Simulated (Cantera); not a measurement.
Charge: 1 mol SiC, 0.15 mol H2O, 13 mol H2, at 1375 K and 0.000580 bar.

Cantera equilibrium calculation (NASA polynomials, part measured and part estimated; ideal gas, pure solids and liquids). Candidate condensed phases: C, C6H6, C7H8, C8H18, H2O, Si, SiC, SiO2; 123 gas species. Kinetics and transport are ignored.

Base state: H2 0.989, CO 0.00564, SiO 0.00564, H 0.000141 (mole fractions); condensed: SiC(s).

What changes in the equilibrium state with this change: temperature from 1375 K to 1650 K?


```csv
species,before,after
H2,0.989,0.985
CO,0.00564,0.00568
SiO,0.00564,0.00558
H,0.000141,0.00374
Si,9.11e-8,9.66e-5
"SiC(s), mol",0.925,0.924
```
